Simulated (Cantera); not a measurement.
Input: 1 mol SiO₂, 1.1 mol NF₃, 7.4 mol N₂, 0.51 mol Cl₂, 0.34 mol NH₃, at 743 Torr.

Method: chemical equilibrium by Gibbs-energy minimisation in Cantera with the NASA 1993 tables (ideal gas, pure condensed phases). Candidate condensed phases: H₂O, NH₄Cl, Si, SiO₂, Si₂N₂O, Si₃N₄; 72 gas species. The tables hold silica as quartz up to 1696 K and as liquid above; real silica turns to tridymite and cristobalite and melts near 1996 K. The numbers say what is thermodynamically allowed, not how fast it happens.

Task: Which condensed phases are stable at each of these points (T (K)): 1373, 1423, 1473, 1523, 1573, 1623, 1673, 1723, 1773?

Result: 
```
T (K)  condensed phases  Si condensed (%)
-----  ----------------  ----------------
1373     SiO₂(β-quartz)              27.5
1423     SiO₂(β-quartz)              27.6
1473     SiO₂(β-quartz)              27.8
1523     SiO₂(β-quartz)              27.9
1573     SiO₂(β-quartz)              28.1
1623     SiO₂(β-quartz)              28.4
1673     SiO₂(β-quartz)              28.7
1723    SiO₂(condensed)              29.0
1773    SiO₂(condensed)              29.5
```

From 1373 K to 1673 K the condensed part is SiO₂(β-quartz). From 1723 K to 1773 K the condensed part is SiO₂(condensed).
